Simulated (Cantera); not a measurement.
Cantera run:

```python
import numpy as np
import cantera as ct

gas_names = """
    B BH BH2 BH3 BN BO BO2 B2 B2O B2O2 B2O3 B3O3H3 H HBO HBO2 HNO HNO2 HNO3 HO2 H2 H2O H2O2 H3B3O6 N NH
    NH2 NH3 NH2OH NO NO2 NO3 N2 N2H2 N2H4 N2O O OH O2 O3
""".split()
cond_names = """
    B(b) B(L) BN(s) B2O3(L) B3O3H3(cr) H2O(s) H2O(L)
""".split()


# ... load() reads the species with a 1 bar reference pressure and builds the phases ...
atoms = {
    'borazine': {'B': 3, 'N': 3, 'H': 6},
    'O2': {'O': 2},
}
top_T = {'BN(s)': 3200}  # K; cautious upper limits of use, not melting points


# ... equilibrate(T, P, feed) seeds the gas with the atoms and calls Mixture.equilibrate('TP', solver="vcs", rtol=1e-11, max_steps=5000) ...
results = []
feed = {'borazine': 1, 'O2': 5.5}  # mol
P = 1100  # Pa
for T in [998, 1098, 1198, 1298, 1398, 1498, 1598, 1698, 1798, 1898, 1998, 2098, 2198, 2298]:
    mix = equilibrate(T, P, feed)
    results.append((T, P, feed, dict(zip(mix.species_names, mix.species_moles))))

top = {s: max(r[3][s] / sum(r[3][g] for g in gas_names) for r in results) for s in gas_names}
cols = sorted((s for s in top if top[s] > 0.001), key=lambda s: -top[s])[:7]
seen = [c for c in cond_names if any(r[3].get(c, 0) > 1e-12 for r in results)]
print("log10 of partial pressures in bar; condensed amounts in mol")
print(f"{'T/K':>10s}" + "".join(f"{s[:9]:>10s}" for s in cols + seen))
for T, P, feed, n in results:
    ng = sum(n[g] for g in gas_names)
    print(f"{T:10.4g}" + "".join(f"{np.log10(max(n[s] / ng * P / 1e5, 1e-99)):10.3f}" for s in cols)
          + "".join(f"{n.get(c, 0):10.4g}" for c in seen))
```

It prints:

```
log10 of partial pressures in bar; condensed amounts in mol
       T/K       H2O      HBO2        O2        N2       BO2      B2O3        OH   B2O3(L)
       998    -2.279    -5.739    -2.511    -2.578   -11.388   -11.517    -8.054      1.49
      1098    -2.279    -4.913    -2.512    -2.579    -9.798    -9.626    -7.280     1.491
      1198    -2.281    -4.233    -2.513    -2.580    -8.480    -8.065    -6.635      1.48
      1298    -2.291    -3.668    -2.516    -2.583    -7.370    -6.754    -6.094     1.436
      1398    -2.318    -3.197    -2.525    -2.592    -6.425    -5.640    -5.641     1.311
      1498    -2.384    -2.815    -2.545    -2.611    -5.612    -4.681    -5.273     1.017
      1598    -2.524    -2.525    -2.584    -2.650    -4.910    -3.849    -4.997    0.4036
      1698    -2.611    -2.445    -2.609    -2.674    -4.481    -3.502    -4.734         0
      1798    -2.604    -2.459    -2.612    -2.675    -4.223    -3.449    -4.452         0
      1898    -2.598    -2.475    -2.618    -2.677    -3.995    -3.406    -4.201         0
      1998    -2.595    -2.493    -2.626    -2.680    -3.794    -3.374    -3.977         0
      2098    -2.595    -2.515    -2.637    -2.684    -3.616    -3.351    -3.778         0
      2198    -2.601    -2.541    -2.654    -2.690    -3.460    -3.338    -3.601         0
      2298    -2.618    -2.575    -2.677    -2.699    -3.324    -3.334    -3.447         0
```

Method: chemical equilibrium by Gibbs-energy minimisation in Cantera with the NASA 1993 tables (ideal gas, pure condensed phases). The feed counts by its element totals alone. Gases not in the tables: H3BO3.
